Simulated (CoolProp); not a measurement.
Saturation properties of R236EA.

The numbers come from the reference Helmholtz-energy equation of state, Rui 2013 in CoolProp.

| T (K) | p (bar) | liquid density (kg/m³) | enthalpy of vaporisation (kJ/kg) |
|---|---|---|---|
| 266.2 | 0.5749 | 1523 | 171.8 |
| 276 | 0.8833 | 1494 | 167.0 |
| 285.7 | 1.305 | 1465 | 162.1 |
| 295.4 | [?] | 1435 | 157.1 |
| 305.1 | 2.607 | 1404 | 151.9 |
| 314.8 | 3.551 | 1371 | 146.4 |
| 324.5 | 4.736 | 1337 | [?] |
| 334.2 | 6.200 | 1301 | [?] |
| 343.9 | 7.983 | 1263 | 127.6 |
| 353.7 | 10.15 | 1221 | 120.0 |
| 363.4 | 12.71 | 1176 | 111.8 |
| 373.1 | 15.73 | 1125 | [?] |
| 382.8 | 19.27 | 1067 | 91.43 |
| 392.5 | 23.39 | 997.0 | 78.02 |

Q: Fill in the missing entries.

A: 
- 295.4, p (bar): 1.869
- 324.5, enthalpy of vaporisation (kJ/kg): 140.6
- 334.2, enthalpy of vaporisation (kJ/kg): 134.3
- 373.1, enthalpy of vaporisation (kJ/kg): 102.4

It boils at 279.3 K under 1 atm.
